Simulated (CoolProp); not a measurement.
Vapour-liquid equilibrium of hydrogen sulfide (1) + propane (2) at 305.1 K; x and y are mole fractions of (1).

Computed with CoolProp (multi-fluid Helmholtz-energy mixture model, Lemmon 2006 and Lemmon 2009; pair parameters Kunz 2012).

```tsv
x	bubble pressure, mixture model (MPa)	bubble pressure, Raoult's law (MPa)	y, mixture model	y, Raoult's law
0.05	1.301	1.194	0.143	0.100
0.125	1.525	1.288	0.293	0.231
0.2	1.716	1.382	0.397	0.345
0.275	1.879	1.476	0.477	0.444
0.35	2.017	1.569	…	0.531
0.425	2.134	1.663	…	0.609
0.5	2.232	1.757	0.643	0.678
0.575	2.311	1.851	0.687	0.740
0.65	2.374	1.945	0.729	0.796
0.725	…	2.039	0.772	0.847
0.8	2.449	2.132	0.817	0.894
0.875	2.455	2.226	0.871	0.936
0.95	2.429	2.320	…	0.976
```

**Question.** Fill in the missing entries.

**Answer.** 
- 0.35, y, mixture model: 0.541
- 0.425, y, mixture model: 0.595
- 0.725, bubble pressure, mixture model (MPa): 2.421
- 0.95, y, mixture model: 0.939

The largest gap from Raoult's law is +28.6 % in bubble pressure, at x = 0.35. y crosses x between x = 0.8 and 0.875: the model has an azeotrope there.

The pair parameters rest on a limited set of measurements; away from them the model extrapolates.
